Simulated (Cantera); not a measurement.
Input (Python, Cantera):

```python
import numpy as np
import cantera as ct

gas = ct.Solution("gri30.yaml")
gas.TPX = 500, 180000, {'CH4': 1, 'CO': 0.14, 'O2': 3.7, 'N2': 13.9}
inlet = ct.Reservoir(gas, clone=True)
gas.equilibrate("HP")  # start burning
reactor = ct.IdealGasConstPressureReactor(gas, energy="on", clone=False)
exhaust = ct.Reservoir(gas, clone=True)
tau = [0.16, 0.072, 0.031, 0.014, 0.0059, 0.0026, 0.0011, 0.00049, 0.00021, 9.3e-05, 4.1e-05][0]
for a, b in ((inlet, reactor), (reactor, exhaust)):
    ct.MassFlowController(a, b, mdot=lambda t: reactor.mass / tau)
net = ct.ReactorNet([reactor])
show = ['CH4', 'CO', 'O2', 'HO2', 'NO', 'C2H2', 'H']

rows = []
print(f"{'tau/s':>10s}{'T/K':>9s}" + "".join(f"{s:>11s}" for s in show))
for tau in [0.16, 0.072, 0.031, 0.014, 0.0059, 0.0026, 0.0011, 0.00049, 0.00021, 9.3e-05, 4.1e-05]:
    net.initial_time = 0.0
    net.advance(30 * tau)
    before = gas.X
    net.advance(40 * tau)
    drift = np.max(np.abs(gas.X - before) / (gas.X + 1e-9))
    rows.append([gas.T, *gas[show].X, drift])
    print(f"{tau:10.3e}{gas.T:9.1f}" + "".join(f"{x:11.3e}" for x in gas[show].X))
```

Result:

```
     tau/s      T/K        CH4         CO         O2        HO2         NO       C2H2          H
 1.600e-01   1760.4  6.586e-06  1.620e-04  8.720e-02  1.163e-06  1.304e-05  7.204e-10  3.493e-06
 7.200e-02   1758.4  1.130e-05  2.762e-04  8.721e-02  1.703e-06  1.108e-05  1.395e-09  6.919e-06
 3.100e-02   1755.0  1.959e-05  4.878e-04  8.725e-02  2.720e-06  9.979e-06  2.455e-09  1.494e-05
 1.400e-02   1749.8  3.269e-05  8.353e-04  8.735e-02  4.368e-06  9.059e-06  3.826e-09  3.143e-05
 5.900e-03   1740.7  5.716e-05  1.498e-03  8.758e-02  7.387e-06  7.800e-06  5.792e-09  7.036e-05
 2.600e-03   1726.3  9.840e-05  2.606e-03  8.804e-02  1.213e-05  6.477e-06  8.348e-09  1.479e-04
 1.100e-03   1701.4  1.804e-04  4.664e-03  8.902e-02  2.027e-05  5.220e-06  1.272e-08  3.074e-04
 4.900e-04   1662.3  3.456e-04  8.159e-03  9.094e-02  3.300e-05  4.080e-06  2.197e-08  5.599e-04
 2.100e-04   1584.4  8.910e-04  1.574e-02  9.602e-02  6.082e-05  2.267e-06  6.696e-08  8.349e-04
 9.300e-05    500.0  5.336e-02  7.471e-03  1.974e-01  1.089e-18  1.151e-20  2.078e-20  1.697e-24
 4.100e-05    500.0  5.336e-02  7.471e-03  1.974e-01  1.319e-21  8.886e-24  1.604e-23  8.574e-25
```

Model: GRI-Mech 3.0 (53 species, 325 reactions), integrated in Cantera.
